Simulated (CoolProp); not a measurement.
Properties of R1336mzz(E) along the isobar 5.7 MPa (Tc = 130.4 °C, pc = 2.779 MPa, ω = 0.413).

Values from CoolProp's reference Helmholtz-energy equation of state, Akasaka 2023.

```json
[
 {"T (°C)": "-40.85", "phase": "liquid", "density (kg/m³)": "1511", "Joule-Thomson coefficient (K/MPa)": "-0.3618", "isothermal compressibility (1/MPa)": "0.001107", "expansivity (1/kK)": "1.530", "fugacity coefficient": "0.001979"},
 {"T (°C)": "-32.95", "phase": "liquid", "density (kg/m³)": "1493", "Joule-Thomson coefficient (K/MPa)": "-0.3532", "isothermal compressibility (1/MPa)": "0.001218", "expansivity (1/kK)": "1.568", "fugacity coefficient": "0.003212"},
 {"T (°C)": "-25.15", "phase": "liquid", "density (kg/m³)": "1475", "Joule-Thomson coefficient (K/MPa)": "-0.3435", "isothermal compressibility (1/MPa)": "0.001341", "expansivity (1/kK)": "1.610", "fugacity coefficient": "0.004982"},
 {"T (°C)": "-17.25", "phase": "liquid", "density (kg/m³)": "1456", "Joule-Thomson coefficient (K/MPa)": "-0.3323", "isothermal compressibility (1/MPa)": "0.001484", "expansivity (1/kK)": "1.658", "fugacity coefficient": "0.007497"},
 {"T (°C)": "-9.45", "phase": "liquid", "density (kg/m³)": "1437", "Joule-Thomson coefficient (K/MPa)": "-0.3198", "isothermal compressibility (1/MPa)": "0.001645", "expansivity (1/kK)": "1.711", "fugacity coefficient": "0.01087"},
 {"T (°C)": "-1.55", "phase": "liquid", "density (kg/m³)": "1417", "Joule-Thomson coefficient (K/MPa)": "-0.3053", "isothermal compressibility (1/MPa)": "0.001832", "expansivity (1/kK)": "1.771", "fugacity coefficient": "0.01539"},
 {"T (°C)": "6.25", "phase": "liquid", "density (kg/m³)": "1397", "Joule-Thomson coefficient (K/MPa)": "-0.2890", "isothermal compressibility (1/MPa)": "0.002046", "expansivity (1/kK)": "1.838", "fugacity coefficient": "0.02114"},
 {"T (°C)": "14.15", "phase": "liquid", "density (kg/m³)": "1377", "Joule-Thomson coefficient (K/MPa)": "-0.2702", "isothermal compressibility (1/MPa)": "0.002299", "expansivity (1/kK)": "1.914", "fugacity coefficient": "0.02846"},
 {"T (°C)": "22.05", "phase": "liquid", "density (kg/m³)": "1356", "Joule-Thomson coefficient (K/MPa)": "-0.2485", "isothermal compressibility (1/MPa)": "0.002595", "expansivity (1/kK)": "1.999", "fugacity coefficient": "0.03749"},
 {"T (°C)": "29.85", "phase": "liquid", "density (kg/m³)": "1334", "Joule-Thomson coefficient (K/MPa)": "-0.2240", "isothermal compressibility (1/MPa)": "0.002940", "expansivity (1/kK)": "2.094", "fugacity coefficient": "0.04826"},
 {"T (°C)": "37.75", "phase": "liquid", "density (kg/m³)": "1312", "Joule-Thomson coefficient (K/MPa)": "-0.1952", "isothermal compressibility (1/MPa)": "0.003357", "expansivity (1/kK)": "2.203", "fugacity coefficient": "0.06121"},
 {"T (°C)": "45.55", "phase": "liquid", "density (kg/m³)": "1289", "Joule-Thomson coefficient (K/MPa)": "-0.1622", "isothermal compressibility (1/MPa)": "0.003850", "expansivity (1/kK)": "2.325", "fugacity coefficient": "0.07613"},
 {"T (°C)": "53.45", "phase": "liquid", "density (kg/m³)": "1265", "Joule-Thomson coefficient (K/MPa)": "-0.1233", "isothermal compressibility (1/MPa)": "0.004456", "expansivity (1/kK)": "2.466", "fugacity coefficient": "0.09350"},
 {"T (°C)": "61.35", "phase": "liquid", "density (kg/m³)": "1240", "Joule-Thomson coefficient (K/MPa)": "-0.07758", "isothermal compressibility (1/MPa)": "0.005199", "expansivity (1/kK)": "2.628", "fugacity coefficient": "0.1132"},
 {"T (°C)": "69.15", "phase": "liquid", "density (kg/m³)": "1214", "Joule-Thomson coefficient (K/MPa)": "-0.02426", "isothermal compressibility (1/MPa)": "0.006107", "expansivity (1/kK)": "2.812", "fugacity coefficient": "0.1350"}
]
```
